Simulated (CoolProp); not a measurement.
Saturation properties of R115 (Tc = 353.1 K, pc = 3.129 MPa, ω = 0.248).

The numbers come from the reference Helmholtz-energy equation of state, Lemmon 2016 in CoolProp.

```json
[
 {"T (K)": "254.6", "p (MPa)": "?", "liquid density (kg/m³)": "?", "vapour density (kg/m³)": "18.55", "enthalpy of vaporisation (kJ/kg)": "117.0", "liquid cp (kJ/(kg K))": "0.9754"},
 {"T (K)": "259.4", "p (MPa)": "0.2787", "liquid density (kg/m³)": "1453", "vapour density (kg/m³)": "21.89", "enthalpy of vaporisation (kJ/kg)": "114.9", "liquid cp (kJ/(kg K))": "?"},
 {"T (K)": "264.1", "p (MPa)": "0.3279", "liquid density (kg/m³)": "1435", "vapour density (kg/m³)": "25.61", "enthalpy of vaporisation (kJ/kg)": "112.7", "liquid cp (kJ/(kg K))": "0.9978"},
 {"T (K)": "268.9", "p (MPa)": "0.3847", "liquid density (kg/m³)": "1416", "vapour density (kg/m³)": "29.90", "enthalpy of vaporisation (kJ/kg)": "110.5", "liquid cp (kJ/(kg K))": "1.010"},
 {"T (K)": "273.6", "p (MPa)": "0.4472", "liquid density (kg/m³)": "1397", "vapour density (kg/m³)": "34.65", "enthalpy of vaporisation (kJ/kg)": "108.1", "liquid cp (kJ/(kg K))": "1.023"},
 {"T (K)": "278.3", "p (MPa)": "0.5169", "liquid density (kg/m³)": "1377", "vapour density (kg/m³)": "39.98", "enthalpy of vaporisation (kJ/kg)": "105.7", "liquid cp (kJ/(kg K))": "1.037"},
 {"T (K)": "283.1", "p (MPa)": "0.5961", "liquid density (kg/m³)": "1356", "vapour density (kg/m³)": "46.12", "enthalpy of vaporisation (kJ/kg)": "103.1", "liquid cp (kJ/(kg K))": "?"},
 {"T (K)": "287.8", "p (MPa)": "0.6821", "liquid density (kg/m³)": "1335", "vapour density (kg/m³)": "52.87", "enthalpy of vaporisation (kJ/kg)": "?", "liquid cp (kJ/(kg K))": "1.069"},
 {"T (K)": "292.5", "p (MPa)": "0.7770", "liquid density (kg/m³)": "1313", "vapour density (kg/m³)": "60.45", "enthalpy of vaporisation (kJ/kg)": "97.71", "liquid cp (kJ/(kg K))": "1.086"},
 {"T (K)": "297.3", "p (MPa)": "0.8836", "liquid density (kg/m³)": "1290", "vapour density (kg/m³)": "?", "enthalpy of vaporisation (kJ/kg)": "94.71", "liquid cp (kJ/(kg K))": "1.107"},
 {"T (K)": "302", "p (MPa)": "0.9982", "liquid density (kg/m³)": "1267", "vapour density (kg/m³)": "78.77", "enthalpy of vaporisation (kJ/kg)": "91.60", "liquid cp (kJ/(kg K))": "1.129"}
]
```

### Question
Some entries are withheld; supply them.

### Answer

- 254.6, p (MPa): 0.2344
- 254.6, liquid density (kg/m³): 1472
- 259.4, liquid cp (kJ/(kg K)): 0.9864
- 283.1, liquid cp (kJ/(kg K)): 1.052
- 287.8, enthalpy of vaporisation (kJ/kg): 100.5
- 297.3, vapour density (kg/m³): 69.16

It boils at 233.9 K under 1 atm.
